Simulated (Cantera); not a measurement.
**Hydrocarbon pyrolysis for carbon deposition**

An isothermal, constant-pressure homogeneous reactor starts with 14.7 % C2H6, 85.3 % N2, at 1300 K and 1.01 bar.

Cantera simulation using GRI-Mech 3.0 (53 species, 325 reactions); the numbers are that mechanism's predictions, not measurements. GRI-Mech 3.0 stops at C3 and has no aromatics, soot or wall deposition, so with more carbon than oxygen in the feed, carbon stays in small species such as C2H2 where larger ones or solid carbon would form.

```csv
t (s),x C2H6,x C2H2,x CH3,x C2H4,x CH2,x CH4,x H2
0.000400,0.131,0.000112,0.000136,0.0126,7.50e-9,0.00198,0.0121
0.00206,0.0710,0.00261,0.000101,0.0576,5.32e-9,0.0106,0.0580
0.0106,0.00440,0.0199,2.40e-5,0.0913,6.34e-10,0.0242,0.119
0.0548,0.000468,0.0426,7.71e-6,0.0683,7.00e-11,0.0263,0.140
0.283,0.000283,0.0681,6.48e-6,0.0384,4.44e-11,0.0293,0.160
1.46,0.000219,0.0711,6.50e-6,0.0311,3.42e-11,0.0383,0.154
7.52,0.000161,0.0682,6.50e-6,0.0260,2.28e-11,0.0577,0.134
38.8,0.000111,0.0647,6.01e-6,0.0205,1.42e-11,0.0794,0.110
200,9.86e-5,0.0636,5.84e-6,0.0188,1.23e-11,0.0862,0.103
```
x: mole fraction; the columns are a selection and need not sum to one.

Equilibrium at this temperature and pressure: C2H6 7.54e-5, C2H2 0.0385, CH3 5.11e-6, C2H4 0.0128, CH2 1.02e-11, CH4 0.0799, H2 0.116 (gas phase only).
